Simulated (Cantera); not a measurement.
Input: 1 mol TiCl4, 0.23 mol O2, at 823 K and 55.5 Torr.

Cantera equilibrium calculation (NASA polynomials, part measured and part estimated; ideal gas, pure solids and liquids). Candidate condensed phases: Ti, TiCl2, TiCl3, TiCl4, TiO, TiO2, Ti2O3, Ti3O5, Ti4O7; 15 gas species. Condensed phases not in the tables: TiOCl. Equilibrium is a limit: real reactors are often held back by kinetics, nucleation or transport.

**Question.** What is the equilibrium state?

**Answer.** 
- x(TiCl4) = 0.626
- x(Cl2) = 0.374
- x(Cl) = 3.53e-5
- n(TiO2(rutile)) = 0.230 mol
- gas amount = 1.230 mol
- log10 activity of TiCl4(l) (absent) = -3.18
- log10 activity of TiCl3(s) (absent) = -8.27
- log10 activity of Ti4O7(s) (absent) = -13.42
